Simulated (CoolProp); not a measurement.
Vapour-liquid equilibrium of R152A (1) + R227EA (2) at 0.903 bar; x and y are mole fractions of (1).

Model: multi-fluid Helmholtz-energy mixture model, Outcalt 1996 and Lemmon 2016; pair parameters Bell 2016, in CoolProp.

| x | bubble temperature (K) | y at the bubble point | dew temperature at overall composition x (K) | liquid density (mol/L) |
|---|---|---|---|---|
| 0.05 | 253.9 | 0.061 | 254.0 | 9.343 |
| 0.2 | … | 0.255 | 253.2 | 10.01 |
| 0.35 | 251.4 | … | … | 10.77 |
| 0.5 | 249.9 | 0.600 | 250.8 | 11.61 |
| 0.65 | 248.6 | … | 249.4 | 12.57 |
| 0.8 | 247.6 | 0.847 | … | … |
| 0.95 | 246.8 | 0.959 | 246.8 | 14.92 |

**Question.** Complete the blanks.

**Answer.** 
- 0.2, bubble temperature (K): 252.8
- 0.35, y at the bubble point: 0.441
- 0.35, dew temperature at overall composition x (K): 252.1
- 0.65, y at the bubble point: 0.732
- 0.8, dew temperature at overall composition x (K): 248.0
- 0.8, liquid density (mol/L): 13.66

No azeotrope shows between x = 0.05 and 0.95.

Pair parameters are fitted to limited data, so mixtures are less certain than the pure fluids. The gap from Raoult's law changes sign with composition, which may be real or a fault of the pair parameters; it wasn't checked against measurements.
